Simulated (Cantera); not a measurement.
Feed: 1 mol Fe2O3, 0.37 mol H2O, 0.34 mol N2, held at 900 K and 30.0 Torr.

Cantera equilibrium calculation (NASA polynomials, part measured and part estimated; ideal gas, pure solids and liquids). Candidate condensed phases: Fe, FeO, Fe(OH)2, Fe(OH)3, Fe2O3, Fe3O4, H2O; 27 gas species. Kinetics and transport are ignored.

Q: What is the equilibrium state?

A: 
```json
{
  "x(H2O)": "0.521",
  "x(N2)": "0.479",
  "n(Fe2O3(s))": "1.00 mol",
  "gas_amount": "0.7100 mol",
  "log10 activity of Fe(OH)2(s) (absent)": "-8.64",
  "log10 activity of Fe(α) (absent)": "-10.26",
  "log10 activity of Fe(OH)3(s) (absent)": "-10.63"
}
```
